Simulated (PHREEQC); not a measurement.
A solution holds 0.22 mol/kgw Mg(NO3)2 and 0.0043 mol/kgw Ag2SO4, at 75 °C. Closed to the air; pH follows from the charge balance.

Equilibrium calculation in PHREEQC: ion-association model, wateq4f.dat.

This is a speciation only: nothing precipitates in the calculation.

Problem. Order these Ag species by the share of Ag that they hold, largest first: Ag+, AgNO3, AgSO4-.

Solution. Ag+ (92 %), AgNO3 (7.2 %), AgSO4- (0.28 %)

Problem. Order these S species by the share of S that they hold, largest first: MgSO4, AgSO4-, SO4-2.

Solution. MgSO4 (83 %), SO4-2 (16 %), AgSO4- (0.56 %)

The pH is 5.50 and the ionic strength 0.658 mol/kgw. At this temperature some constants are extrapolated from 25 °C, and those without enthalpy data are left unchanged.
